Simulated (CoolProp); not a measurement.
100 sccm (0 °C, 1 atm) of nitrogen bubbles through liquid n-hexane at 293.7 K and leaves saturated at a total pressure of 0.15 MPa (ideal gas phase). Each further row changes one setting.

Values from CoolProp's reference Helmholtz-energy equation of state, Thol 2019.

```
case                      vapour pressure (kPa)  mole fraction of vapour  delivery (mg/min)  delivery (sccm)  change of delivery for a bath 1 K warmer (%)
------------------------  ---------------------  -----------------------  -----------------  ---------------  --------------------------------------------
as stated                                  16.6                    0.110               47.7             12.4                                           5.2
bath temperature 298.7 K                   20.7                    0.138               61.4             16.0                                           5.1
total pressure 0.3 MPa                     16.6                   0.0552               22.5             5.84                                           4.9
```
